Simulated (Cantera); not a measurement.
Charge: 1 mol HMDSO, 20 mol CO2, at 4.50 Torr.

Method: chemical equilibrium by Gibbs-energy minimisation in Cantera with the NASA 1993 tables (ideal gas, pure condensed phases). Candidate condensed phases: C, C6H6, C7H8, C8H18, H2O, Si, SiC, SiO2; 123 gas species. The feed counts by its element totals alone. The tables hold silica as quartz up to 1696 K and as liquid above; real silica turns to tridymite and cristobalite and melts near 1996 K. Equilibrium is a limit: real reactors are often held back by kinetics, nucleation or transport.

Q: Which condensed phases are stable at each of these points (T (K)): 823, 923, 1023, 1123, 1223, 1323, 1423, 1523, 1623, 1723, 1823, 1923, 2023?

A: 
| T (K) | condensed phases | Si condensed (%) |
|---|---|---|
| 823 | SiO2(α-quartz) | 100.0 |
| 923 | SiO2(β-quartz) | 100.0 |
| 1023 | SiO2(β-quartz) | 100.0 |
| 1123 | SiO2(β-quartz) | 100.0 |
| 1223 | SiO2(β-quartz) | 100.0 |
| 1323 | SiO2(β-quartz) | 100.0 |
| 1423 | SiO2(β-quartz) | 100.0 |
| 1523 | SiO2(β-quartz) | 100.0 |
| 1623 | SiO2(β-quartz) | 100.0 |
| 1723 | SiO2(condensed) | 99.9 |
| 1823 | SiO2(condensed) | 99.2 |
| 1923 | SiO2(condensed) | 95.3 |
| 2023 | SiO2(l) | 78.8 |

At 823 K the condensed part is SiO2(α-quartz). From 923 K to 1623 K the condensed part is SiO2(β-quartz). From 1723 K to 1923 K the condensed part is SiO2(condensed). At 2023 K the condensed part is SiO2(l).
